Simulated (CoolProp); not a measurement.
Properties of ammonia along the isobar 20.4 MPa.

The numbers come from the reference Helmholtz-energy equation of state, Gao 2020 in CoolProp.

```json
[
 {"T (K)": "313.5", "phase": "liquid", "speed of sound (m/s)": "1365", "Prandtl number": "1.24"},
 {"T (K)": "347.1", "phase": "liquid", "speed of sound (m/s)": "?", "Prandtl number": "1.20"},
 {"T (K)": "380.7", "phase": "liquid", "speed of sound (m/s)": "898.2", "Prandtl number": "1.24"},
 {"T (K)": "414.2", "phase": "supercritical", "speed of sound (m/s)": "628.3", "Prandtl number": "1.52"},
 {"T (K)": "447.8", "phase": "supercritical", "speed of sound (m/s)": "421.8", "Prandtl number": "?"},
 {"T (K)": "481.4", "phase": "supercritical", "speed of sound (m/s)": "?", "Prandtl number": "1.45"},
 {"T (K)": "515", "phase": "supercritical", "speed of sound (m/s)": "?", "Prandtl number": "1.18"},
 {"T (K)": "548.5", "phase": "supercritical", "speed of sound (m/s)": "529.4", "Prandtl number": "1.05"},
 {"T (K)": "582.1", "phase": "supercritical", "speed of sound (m/s)": "?", "Prandtl number": "?"},
 {"T (K)": "615.7", "phase": "supercritical", "speed of sound (m/s)": "583.8", "Prandtl number": "0.950"}
]
```

Question: Fill in the missing entries.

Answer: 
- 347.1, speed of sound (m/s): 1139
- 447.8, Prandtl number: 2.18
- 481.4, speed of sound (m/s): 454.1
- 515, speed of sound (m/s): 495.5
- 582.1, speed of sound (m/s): 558.3
- 582.1, Prandtl number: 0.984

Viscosity comes from a separate model (Fenghour 1995). Thermal conductivity comes from a separate model (Tufeu 1984).
